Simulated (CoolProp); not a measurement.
Nitrogen along the isotherm -204.95 °C: fugacity coefficient from the reference equation and from simpler models built on Tc = -147.0 °C, pc = 3396 kPa, ω = 0.037; each cubic takes its own stable root.

Model: reference Helmholtz-energy equation of state, Span 2000, in CoolProp.

```tsv
p (kPa)	phase	reference	Redlich-Kwong	Peng-Robinson
16.1	gas	0.9905	0.9913	0.9915
27.2	gas	0.9840	0.7702	0.9856
45.9	liquid	0.6297	0.4569	0.6487
77.4	liquid	0.3741	0.2715	0.3853
131	liquid	0.2217	0.1609	0.2283
220	liquid	0.1327	0.09629	0.1366
372	liquid	0.07919	0.05745	0.08139
628	liquid	0.04761	0.03453	0.04885
1060	liquid	0.02893	0.02097	0.02959
1790	liquid	0.01787	0.01295	0.01819
3020	liquid	0.01138	0.008234	0.01148
5090	liquid	0.007610	0.005496	0.007574
```

At some of these states Redlich-Kwong gives the other phase, because its saturation line lies elsewhere.
